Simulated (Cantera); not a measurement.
An adiabatic, constant-pressure homogeneous reactor starts with H₂ : O₂ : N₂ = 1 : 0.98 : 3.69 (molar parts), at 1500 K and 760 Torr. Integrator tolerance rtol = 1e-08.

Detailed kinetics in Cantera: GRI-Mech 3.0 (53 species, 325 reactions).

Task: What does this change do: constant volume in place of constant pressure?

Result: 
```
quantity                                                            before                                    after
---------------------------------  ---------------------------------------  ---------------------------------------
time of steepest temperature rise                                  14.0 µs                                  13.9 µs
temperature at 0.600 s                                              2546 K                                   2696 K
equilibrium temperature                                             2546 K                                   2696 K
x(H₂) at 0.600 s                   0.00461 (gas-phase equilibrium 0.00461)  0.00682 (gas-phase equilibrium 0.00682)
x(O₂) at 0.600 s                     0.0805 (gas-phase equilibrium 0.0805)    0.0771 (gas-phase equilibrium 0.0771)
x(NO) at 0.600 s                     0.0146 (gas-phase equilibrium 0.0146)    0.0180 (gas-phase equilibrium 0.0180)
x(H₂O) at 0.600 s                      0.177 (gas-phase equilibrium 0.177)      0.170 (gas-phase equilibrium 0.170)
x(O) at 0.600 s                    0.00513 (gas-phase equilibrium 0.00513)  0.00763 (gas-phase equilibrium 0.00763)
```

Task: What does this change do: pressure from 760 Torr to 1800 Torr?

Result: 
```json
[
 {"quantity": "time of steepest temperature rise", "before": "14.0 µs", "after": "5.96 µs"},
 {"quantity": "temperature at 0.600 s", "before": "2546 K", "after": "2575 K"},
 {"quantity": "equilibrium temperature", "before": "2546 K", "after": "2575 K"},
 {"quantity": "x(H₂) at 0.600 s", "before": "0.00461 (gas-phase equilibrium 0.00461)", "after": "0.00348 (gas-phase equilibrium 0.00348)"},
 {"quantity": "x(O₂) at 0.600 s", "before": "0.0805 (gas-phase equilibrium 0.0805)", "after": "0.0807 (gas-phase equilibrium 0.0807)"},
 {"quantity": "x(NO) at 0.600 s", "before": "0.0146 (gas-phase equilibrium 0.0146)", "after": "0.0153 (gas-phase equilibrium 0.0153)"},
 {"quantity": "x(H₂O) at 0.600 s", "before": "0.177 (gas-phase equilibrium 0.177)", "after": "0.180 (gas-phase equilibrium 0.180)"},
 {"quantity": "x(O) at 0.600 s", "before": "0.00513 (gas-phase equilibrium 0.00513)", "after": "0.00382 (gas-phase equilibrium 0.00382)"}
]
```
The hydrogen kinetics of GRI-Mech 3.0 are dated; newer H2 mechanisms differ, most at raised pressure.
